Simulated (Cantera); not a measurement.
Charge: 1 mol FeS, 0.075 mol SO3, 2.9 mol O2, 0.42 mol SO2, at 1675 K and 15.0 bar.

These are equilibrium values from Cantera (NASA tables, ideal gas, pure condensed phases), not measurements of a reactor. Candidate condensed phases: Fe, FeO, FeS, FeSO4, FeS2, Fe2O3, Fe2(SO4)3, Fe3O4, S; 12 gas species. Kinetics and transport are ignored.

Base state: SO2 0.541, O2 0.436, SO3 0.0233 (mole fractions); condensed: Fe2O3(s).

Problem. What changes in the equilibrium state with this change: pressure from 15.0 bar to 0.133 bar?

Solution. 
```tsv
species	before	after
SO2	0.541	0.539
O2	0.436	0.459
SO3	0.0233	0.00224
O	5.83e-6	6.34e-5
Fe2O3(s), mol	0.500	0
Fe3O4(s), mol	0	0.333
```

Problem. What changes in the equilibrium state with this change: pressure from 15.0 bar to 0.120 bar?

Solution. 
| species | before | after |
|---|---|---|
| SO2 | 0.541 | 0.539 |
| O2 | 0.436 | 0.459 |
| SO3 | 0.0233 | 0.00213 |
| O | 5.83e-6 | 6.68e-5 |
| SO | 9.30e-7 | 1.01e-5 |
| Fe2O3(s), mol | 0.500 | 0 |
| Fe3O4(s), mol | 0 | 0.333 |
